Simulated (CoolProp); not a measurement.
Vapour pressure (MPa) of carbon dioxide: the reference equation beside estimates from Tc = 304.1 K, pc = 7.377 MPa, ω = 0.224. Clausius-Clapeyron is anchored at 244.1 K with a constant enthalpy of vaporisation of 13.27 kJ/mol.

Values from CoolProp's reference Helmholtz-energy equation of state, Span 1996.

```tsv
T (K)	reference	Lee-Kesler	Clausius-Clapeyron	Redlich-Kwong	Soave-Redlich-Kwong	Peng-Robinson
238	1.196	1.195	1.246	1.548	1.199	1.186
241.1	1.332	1.330	1.359	1.700	1.336	1.320
244.1	1.474	1.472	1.474	1.857	1.479	1.461
247.2	1.632	1.629	1.600	2.029	1.639	1.618
250.2	1.796	1.792	1.729	2.206	1.805	1.782
253.3	1.979	1.973	1.869	2.400	1.990	1.964
256.3	2.168	2.161	2.012	2.598	2.181	2.153
259.4	2.377	2.368	2.168	2.814	2.393	2.362
262.4	2.593	2.583	2.326	3.034	2.611	2.579
265.5	2.830	2.819	2.497	3.273	2.852	2.818
268.5	3.075	3.063	2.670	3.517	3.100	3.064
271.6	3.344	3.330	2.858	3.781	3.373	3.336
```

Absolute difference from the reference over all 12 rows, mean and median: Lee-Kesler 0.3 and 0.3 %, Clausius-Clapeyron 6.9 and 6.4 %, Redlich-Kwong 20.8 and 20.6 %, Soave-Redlich-Kwong 0.6 and 0.6 %, Peng-Robinson 0.7 and 0.7 %.
